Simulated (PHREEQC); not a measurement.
Sulfide liquor: speciation

Make-up at 15 °C: 0.0069 mol NaHS, 0.19 mol NaOH and 7.4e-06 mol FeCl2 per kg of water. It is in equilibrium with CO2 at log p = -1 (atm). Otherwise closed; pH follows from the charge balance.

Equilibrium calculation in PHREEQC: ion-association model, wateq4f.dat.

- pH: 7.89
- ionic strength: 0.187 mol/kgw
- activity of water: 0.993
- total alkalinity: 197 meq/kg

| species | molality | activity | log γ |
|---|---|---|---|
| Na+ | 0.186 | 0.140 | -0.125 |
| HCO3- | 0.177 | 0.133 | -0.123 |
| NaHCO3 | 0.0100 | 0.0105 | 0.019 |
| HS- | 0.00621 | 0.00445 | -0.145 |
| CO2 | 0.00437 | 0.00456 | 0.019 |
| CO3-2 | 0.00119 | 0.000382 | -0.492 |
| NaCO3- | 0.000783 | 0.000590 | -0.123 |
| H2S | 0.000672 | 0.000701 | 0.019 |
| Cl- | 1.48e-5 | 1.07e-5 | -0.142 |

Precipitation was switched off in this run. Species that the database lacks are ignored. The polysulfide entries of wateq4f.dat were taken out for this run.
